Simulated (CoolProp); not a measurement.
Vapour-liquid equilibrium of propylene (1) + R152A (2) at 0.0106 MPa; x and y are mole fractions of (1).

The numbers come from the multi-fluid Helmholtz-energy mixture model, Lemmon 2013 and Outcalt 1996; pair parameters Bell 2016 in CoolProp.

```
x      bubble temperature (K)  y at the bubble point  dew temperature at overall composition x (K)  liquid density (mol/L)
-----  ----------------------  ---------------------  --------------------------------------------  ----------------------
0.05                    200.7                  0.424                                         207.1                   16.65
0.125                   194.4                  0.664                                         206.0                   16.66
0.2                     191.1                  0.758                                         204.8                   16.60
0.275                   189.2                  0.803                                         203.6                   16.50
0.35                    188.1                  0.827                                         202.2                   16.39
0.425                   187.5                  0.842                                         200.6                   16.27
0.5                     187.1                  0.852                                         198.9                   16.16
0.575                   186.9                  0.859                                         197.0                   16.05
0.65                    186.7                  0.867                                         194.9                   15.95
0.725                   186.5                  0.876                                         192.4                   15.86
0.8                     186.2                  0.891                                         189.4                   15.78
0.875                   186.0                  0.915                                         186.5                   15.71
0.95                    185.8                  0.956                                         185.8                   15.65
```

No azeotrope shows between x = 0.05 and 0.95.

Pair parameters are fitted to limited data, so mixtures are less certain than the pure fluids. With so large a gap from Raoult's law the liquid may split in two, which this calculation doesn't test in full.
